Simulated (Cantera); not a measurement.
A Cantera script and what it prints.

```python
import numpy as np
import cantera as ct

gas_names = [...]  # 95 gases of nasa_gas.yaml made of C, F, H
cond_names = """
    C(gr) C6H6(L) C7H8(L) C8H18(L),n-octa
""".split()


# ... load() reads the species with a 1 bar reference pressure and builds the phases ...
atoms = {
    'CH3F': {'C': 1, 'H': 3, 'F': 1},
    'H2': {'H': 2},
}
top_T = {'C(gr)': 4500}  # K; cautious upper limits of use, not melting points


# ... equilibrate(T, P, feed) seeds the gas with the atoms and calls Mixture.equilibrate('TP', solver="vcs", rtol=1e-11, max_steps=5000) ...
results = []
feed = {'CH3F': 1, 'H2': 3.7}  # mol
P = 19000  # Pa
for T in [750, 950, 1150, 1350, 1550, 1750, 1950, 2150, 2350, 2550, 2750, 2950, 3150, 3350]:
    mix = equilibrate(T, P, feed)
    results.append((T, P, feed, dict(zip(mix.species_names, mix.species_moles))))
    x = sorted(zip(gas.X, gas.species_names), reverse=True)
    print(f"T = {T:g} K  P = {P:g} Pa  gas = {mix.phase_moles(0):.4g} mol")
    print("   x: " + "  ".join(f"{s} {v:.3e}" for v, s in x if v > 1e-05))
    print("   condensed (mol): " + ("  ".join(f"{mix.phase(i).name} {mix.phase_moles(i):.4g}"
          for i in range(1, mix.n_phases) if mix.phase_moles(i) > 1e-12) or "none"))
```

Output:

```
T = 750 K  P = 19000 Pa  gas = 4.727 mol
   x: H2 5.825e-01  HF 2.116e-01  CH4 2.059e-01
   condensed (mol): C(gr) 0.02666
T = 950 K  P = 19000 Pa  gas = 5.586 mol
   x: H2 8.006e-01  HF 1.790e-01  CH4 2.041e-02
   condensed (mol): C(gr) 0.886
T = 1150 K  P = 19000 Pa  gas = 5.683 mol
   x: H2 8.210e-01  HF 1.760e-01  CH4 2.998e-03
   condensed (mol): C(gr) 0.983
T = 1350 K  P = 19000 Pa  gas = 5.696 mol
   x: H2 8.237e-01  HF 1.756e-01  CH4 7.431e-04
   condensed (mol): C(gr) 0.9958
T = 1550 K  P = 19000 Pa  gas = 5.699 mol
   x: H2 8.242e-01  HF 1.755e-01  CH4 2.624e-04  H 6.560e-05  C2H2,acetylene 1.322e-05
   condensed (mol): C(gr) 0.9983
T = 1750 K  P = 19000 Pa  gas = 5.701 mol
   x: H2 8.239e-01  HF 1.754e-01  H 4.843e-04  CH4 1.178e-04  C2H2,acetylene 9.466e-05
   condensed (mol): C(gr) 0.9982
T = 1950 K  P = 19000 Pa  gas = 5.706 mol
   x: H2 8.219e-01  HF 1.752e-01  H 2.384e-03  C2H2,acetylene 4.492e-04  CH4 6.244e-05
   condensed (mol): C(gr) 0.9945
T = 2150 K  P = 19000 Pa  gas = 5.725 mol
   x: H2 8.150e-01  HF 1.747e-01  H 8.735e-03  C2H2,acetylene 1.579e-03  CH4 3.705e-05
   condensed (mol): C(gr) 0.9816
T = 2350 K  P = 19000 Pa  gas = 5.774 mol
   x: H2 7.968e-01  HF 1.732e-01  H 2.554e-02  C2H2,acetylene 4.396e-03  CH4 2.348e-05  CH3 1.399e-05
   condensed (mol): C(gr) 0.9487
T = 2550 K  P = 19000 Pa  gas = 5.883 mol
   x: H2 7.575e-01  HF 1.699e-01  H 6.228e-02  C2H2,acetylene 1.007e-02  C2H 6.599e-05  C4H2 5.543e-05  F 3.317e-05  CH3 2.209e-05  CH4 1.511e-05
   condensed (mol): C(gr) 0.8789
T = 2750 K  P = 19000 Pa  gas = 6.099 mol
   x: H2 6.859e-01  HF 1.638e-01  H 1.300e-01  C2H2,acetylene 1.930e-02  C2H 4.240e-04  C4H2 2.258e-04  F 1.173e-04  C3 8.880e-05  C2H2,vinylidene 3.235e-05  CH3 2.993e-05  C 1.987e-05  CH2 1.255e-05
   condensed (mol): C(gr) 0.7511
T = 2950 K  P = 19000 Pa  gas = 6.477 mol
   x: H2 5.755e-01  H 2.351e-01  HF 1.540e-01  C2H2,acetylene 3.088e-02  C2H 2.016e-03  C3 9.546e-04  C4H2 6.913e-04  F 3.551e-04  C 1.644e-04  C2 9.602e-05  C2H2,vinylidene 8.660e-05  CF 3.696e-05  CH3 3.397e-05  CH2 3.197e-05  CH 2.655e-05  C6H2 1.640e-05  C5 1.498e-05
   condensed (mol): C(gr) 0.5316
T = 3150 K  P = 19000 Pa  gas = 7.11 mol
   x: H2 4.310e-01  H 3.689e-01  HF 1.395e-01  C2H2,acetylene 4.056e-02  C3 7.506e-03  C2H 7.316e-03  C4H2 1.594e-03  C 1.038e-03  F 9.579e-04  C2 7.855e-04  C5 2.117e-04  C2H2,vinylidene 1.776e-04  CF 1.489e-04  CH 1.054e-04  C6H2 6.668e-05  CH2 6.295e-05  C4 3.820e-05  CH3 3.087e-05  C2HF 1.252e-05
   condensed (mol): C(gr) 0.07845
T = 3350 K  P = 19000 Pa  gas = 8.009 mol
   x: H 5.201e-01  H2 2.997e-01  HF 1.222e-01  C2H2,acetylene 2.216e-02  C3 1.519e-02  C2H 1.031e-02  C 3.633e-03  C2 2.387e-03  F 2.317e-03  C4H2 6.835e-04  CF 3.537e-04  C5 3.446e-04  CH 2.325e-04  C2H2,vinylidene 1.432e-04  C4 8.762e-05  CH2 7.082e-05  C6H2 2.258e-05  CH3 1.668e-05  C2HF 1.290e-05
   condensed (mol): none
```

These are equilibrium values from Cantera (NASA tables, ideal gas, pure condensed phases), not measurements of a reactor.
